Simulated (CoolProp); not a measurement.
Cyclopropane along the isobar 3.99 MPa: Z from the reference equation and from simpler models built on Tc = 398.7 K, pc = 5.605 MPa, ω = 0.131; each cubic takes its own stable root.

Values from CoolProp's reference Helmholtz-energy equation of state, Polt 1992. This equation is an older, rougher fit; its heat capacities, sound speeds and derivatives of the liquid may be far off and weren't checked against measurements.

```
T (K)   phase  reference
-----  ------  ---------
370.6  liquid     0.1141
385.2     gas     0.6215
399.8     gas     0.6940
414.5     gas     0.7423
429.1     gas     0.7776
443.7     gas     0.8050
458.4     gas     0.8271
473       gas     0.8451
```

**Question.** How far does each simpler model (Redlich-Kwong, Soave-Redlich-Kwong) lie from the reference over these 8 states: mean and median of the absolute difference, and the worst?

**Answer.** 
- Redlich-Kwong: mean 3.2 %, median 0.3 %, worst +21.0 % at 370.6 K and 3.99 MPa
- Soave-Redlich-Kwong: mean 3.0 %, median 0.8 %, worst +17.7 % at 370.6 K and 3.99 MPa
